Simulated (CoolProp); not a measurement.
Computed with CoolProp (reference Helmholtz-energy equation of state, Thol 2019).

Question: Give the vapour pressure (MPa), liquid density (kg/m³), liquid viscosity (µPa s) of saturated n-pentane at 272.2, 287.4, 378.6 K.

Answer: 
| T (K) | p (MPa) | liquid density (kg/m³) | liquid viscosity (µPa s) |
|---|---|---|---|
| 272.2 | 0.0234 | 646 | 234 |
| 287.4 | 0.0451 | 632 | 200 |
| 378.6 | 0.669 | 530 | 79.8 |

Viscosity comes from a separate model (Quiñones-Cisneros 2006), older than the equation that it now runs on, and unchecked against measurements.
